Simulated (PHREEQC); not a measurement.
Make-up at 34 °C: 0.0056 mol/kgw HF, 0.00037 mol/kgw H2SiF6 and 8.4e-06 mol/kgw HCl. Closed to the air; pH follows from the charge balance.

Computed with PHREEQC (ion-association model, wateq4f.dat).

This is a speciation only: nothing precipitates in the calculation.

**Question.** Predict the pH, ionic strength.

**Answer.** pH 2.71; ionic strength 0.00242 mol/kgw.

**Question.** In which forms is Si present?

**Answer.** SiF6-2 98 %, H4SiO4 2.3 % of the Si.

Complexes and solids missing from the database can't appear. SiF6-2 is the database's only silicon fluoride.
